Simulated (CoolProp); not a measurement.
Model: reference Helmholtz-energy equation of state, Lemmon 2006, in CoolProp. It is a short technical equation, of lower accuracy than the large ones.

Problem. For n-decane, give the phase and the cp (kJ/(kg K)), speed of sound (m/s), expansivity (1/kK), fugacity coefficient at 115.95 °C and 11900 kPa.

Solution. 
- 115.95 °C and 11900 kPa: liquid; cp 2.53, speed of sound 1000, expansivity 1.08, fugacity coefficient 0.00318
